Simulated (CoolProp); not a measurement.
Vapour pressure (bar) of R236EA: the reference equation beside estimates from Tc = 139.3 °C, pc = 34.14 bar, ω = 0.368. Clausius-Clapeyron is anchored at 48.05 °C with a constant enthalpy of vaporisation of 21.68 kJ/mol.

Model: reference Helmholtz-energy equation of state, Rui 2013, in CoolProp.

| T (°C) | reference | Clausius-Clapeyron | Redlich-Kwong | Soave-Redlich-Kwong | Peng-Robinson |
|---|---|---|---|---|---|
| -16.05 | 0.3721 | 0.5684 | 1.033 | 0.3701 | 0.3779 |
| -5.35 | 0.6183 | 0.8524 | 1.531 | 0.6154 | 0.6229 |
| 5.25 | 0.9758 | 1.235 | 2.181 | 0.9729 | 0.9778 |
| 15.95 | 1.485 | 1.747 | 3.021 | 1.484 | 1.483 |
| 26.65 | 2.181 | 2.410 | 4.073 | 2.186 | 2.174 |
| 37.35 | 3.105 | 3.253 | 5.363 | 3.121 | 3.095 |
| 48.05 | 4.303 | 4.303 | 6.916 | 4.339 | 4.291 |
| 58.65 | 5.810 | 5.578 | 8.739 | 5.872 | 5.798 |
| 69.35 | 7.704 | 7.130 | 10.89 | 7.803 | 7.699 |
| 80.05 | 10.03 | 8.980 | 13.37 | 10.18 | 10.04 |
| 90.75 | 12.86 | 11.16 | 16.22 | 13.05 | 12.89 |
| 101.45 | 16.24 | 13.69 | 19.44 | 16.49 | 16.31 |
| 112.05 | 20.23 | 16.58 | 23.02 | 20.52 | 20.33 |
| 122.75 | 24.99 | 19.91 | 27.05 | 25.27 | 25.12 |

Absolute difference from the reference over all 14 rows, mean and median: Clausius-Clapeyron 17.1 and 14.5 %, Redlich-Kwong 69.0 and 55.6 %, Soave-Redlich-Kwong 0.9 and 1.0 %, Peng-Robinson 0.4 and 0.3 %.
